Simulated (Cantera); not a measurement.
Cantera run:

```python
import numpy as np
import cantera as ct

gas_names = [...]  # 116 gases of nasa_gas.yaml made of C, H, Mg, O
cond_names = """
    C(gr) C6H6(L) C7H8(L) C8H18(L),n-octa H2O(s) H2O(L) Mg(cr) Mg(L) MgCO3(s) MgO(s) MgO(L) MgO2H2(s)
""".split()


# ... load() reads the species with a 1 bar reference pressure and builds the phases ...
atoms = {
    'MgO': {'Mg': 1, 'O': 1},
    'CH4': {'C': 1, 'H': 4},
    'CO': {'C': 1, 'O': 1},
    'C': {'C': 1},
}
top_T = {'C(gr)': 4500}  # K; cautious upper limits of use, not melting points


# ... equilibrate(T, P, feed) seeds the gas with the atoms and calls Mixture.equilibrate('TP', solver="vcs", rtol=1e-11, max_steps=5000) ...
results = []
feed = {'MgO': 1, 'CH4': 0.75, 'CO': 2.3, 'C': 0.31}  # mol
P = 130000  # Pa
for T in [1498, 1598, 1698, 1798, 1898, 1998, 2098, 2198, 2298, 2398, 2498]:
    mix = equilibrate(T, P, feed)
    results.append((T, P, feed, dict(zip(mix.species_names, mix.species_moles))))

top = {s: max(r[3][s] / sum(r[3][g] for g in gas_names) for r in results) for s in gas_names}
cols = sorted((s for s in top if top[s] > 0.001), key=lambda s: -top[s])[:7]
seen = [c for c in cond_names if any(r[3].get(c, 0) > 1e-12 for r in results)]
print("log10 of partial pressures in bar; condensed amounts in mol")
print(f"{'T/K':>10s}" + "".join(f"{s[:9]:>10s}" for s in cols + seen))
for T, P, feed, n in results:
    ng = sum(n[g] for g in gas_names)
    print(f"{T:10.4g}" + "".join(f"{np.log10(max(n[s] / ng * P / 1e5, 1e-99)):10.3f}" for s in cols)
          + "".join(f"{n.get(c, 0):10.4g}" for c in seen))
```

Output:

```
log10 of partial pressures in bar; condensed amounts in mol
       T/K        CO        H2        Mg         H C2H2,acet       MgH     C(gr)    MgO(s)
      1498    -0.104    -0.291    -6.158    -4.910    -5.346    -8.290     1.061         1
      1598    -0.104    -0.291    -4.809    -4.419    -4.860    -6.897      1.06         1
      1698    -0.104    -0.290    -3.623    -3.985    -4.433    -5.672     1.059    0.9993
      1798    -0.104    -0.292    -2.573    -3.599    -4.055    -4.588     1.051    0.9921
      1898    -0.107    -0.306    -1.635    -3.260    -3.731    -3.626    0.9877     0.929
      1998    -0.124    -0.421    -0.779    -3.005    -3.542    -2.799    0.3957    0.3381
      2098    -0.131    -0.477    -0.654    -2.750    -3.322    -2.676    0.0557         0
      2198    -0.131    -0.478    -0.654    -2.493    -3.074    -2.654    0.0524         0
      2298    -0.131    -0.481    -0.655    -2.259    -2.850    -2.634   0.04724         0
      2398    -0.132    -0.485    -0.655    -2.045    -2.646    -2.618   0.03952         0
      2498    -0.133    -0.491    -0.656    -1.849    -2.461    -2.604   0.02845         0
```

These are equilibrium values from Cantera (NASA tables, ideal gas, pure condensed phases), not measurements of a reactor. The tables' values for MgH are old estimates; treat these amounts as uncertain.
